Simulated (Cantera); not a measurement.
## Thermodynamics of nitride etching, feed BN + HCl + N2

Charge: 1 mol BN, 64 mol HCl, a varied amount of N2, equilibrated at 1223 K and 0.0110 bar.

Equilibrium computed with Cantera from the NASA thermochemical tables; the gas is ideal and each condensed phase is pure. Candidate condensed phases: B, BN, NH4Cl; 21 gas species. Gases not in the tables: BHCl2. Rates play no part.

From 2.3 mol N2 to 7.5 mol N2 nothing is condensed. From 8.8 mol N2 to 10 mol N2 the condensed part is BN(s). The main B-bearing gas is BCl3 throughout.

```csv
n(N2) (mol),log p HCl,log p N2,log p H2,log p BCl3,log p Cl,n BN(s)
2.3,-1.99,-3.33,-3.60,-3.78,-6.78,0
3.6,-2.00,-3.18,-3.61,-3.79,-6.78,0
4.9,-2.01,-3.06,-3.62,-3.80,-6.79,0
6.2,-2.02,-2.98,-3.63,-3.80,-6.79,0
7.5,-2.03,-2.91,-3.64,-3.81,-6.80,0
8.8,-2.04,-2.85,-3.65,-3.83,-6.80,0.0162
10,-2.04,-2.81,-3.67,-3.84,-6.79,0.0383
```
log p: log10 of the partial pressure in bar; n: condensed amount in mol.
